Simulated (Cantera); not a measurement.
An isothermal, constant-pressure homogeneous reactor starts with C2H6 : H2 = 1 : 21 (molar parts), at 1000 K and 15.0 Torr. Integrator tolerance rtol = 1e-08.

Cantera simulation using GRI-Mech 3.0 (53 species, 325 reactions); the numbers are that mechanism's predictions, not measurements. GRI-Mech 3.0 stops at C3 and has no aromatics, soot or wall deposition, so with more carbon than oxygen in the feed, carbon stays in small species such as C2H2 where larger ones or solid carbon would form. Radical loss at walls, strong at low pressure, is not modelled.

Question: What does this change do: pressure from 15.0 Torr to 5.18 Torr?

Answer: 
```json
[
 {"quantity": "x(C2H6) at 50.0 s", "before": "0.00182 (gas-phase equilibrium 1.60e-6)", "after": "0.00120 (gas-phase equilibrium 1.59e-6)"},
 {"quantity": "x(H2) at 50.0 s", "before": "0.952 (gas-phase equilibrium 0.909)", "after": "0.951 (gas-phase equilibrium 0.909)"},
 {"quantity": "x(CH4) at 50.0 s", "before": "0.00907 (gas-phase equilibrium 0.0908)", "after": "0.00961 (gas-phase equilibrium 0.0906)"},
 {"quantity": "x(C2H) at 50.0 s", "before": "<1e-12 (gas-phase equilibrium <1e-12)", "after": "<1e-12 (gas-phase equilibrium <1e-12)"},
 {"quantity": "x(C2H4) at 50.0 s", "before": "0.0363 (gas-phase equilibrium 3.28e-5)", "after": "0.0369 (gas-phase equilibrium 9.47e-5)"},
 {"quantity": "x(CH2) at 50.0 s", "before": "<1e-12 (gas-phase equilibrium <1e-12)", "after": "<1e-12 (gas-phase equilibrium <1e-12)"},
 {"quantity": "x(C2H2) at 50.0 s", "before": "0.00107 (gas-phase equilibrium 3.53e-6)", "after": "0.000767 (gas-phase equilibrium 2.95e-5)"}
]
```
